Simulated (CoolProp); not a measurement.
Vapour-liquid equilibrium of R152A (1) + methanol (2) at 314.5 K; x and y are mole fractions of (1).

The numbers come from the multi-fluid Helmholtz-energy mixture model, Outcalt 1996 and de Reuck 1993; pair parameters Bell 2016 in CoolProp.

| x | bubble pressure (kPa) | y at the bubble point | dew pressure at overall composition x (kPa) | liquid density (mol/L) |
|---|---|---|---|---|
| 0.05 | 202.5 | 0.813 | 39.83 | 23.34 |
| 0.2 | 443.8 | 0.916 | 47.25 | 21.33 |
| 0.35 | 537.1 | 0.932 | 58.09 | 19.50 |
| 0.5 | 602.5 | 0.943 | 75.49 | 17.83 |
| 0.65 | 676.7 | 0.955 | 107.9 | 16.28 |
| 0.8 | 772.0 | 0.971 | 189.2 | 14.82 |
| 0.95 | 894.5 | 0.992 | 645.4 | 13.42 |

No azeotrope shows between x = 0.05 and 0.95.

The pair parameters rest on a limited set of measurements; away from them the model extrapolates. With so large a gap from Raoult's law the liquid may split in two, which this calculation doesn't test in full.
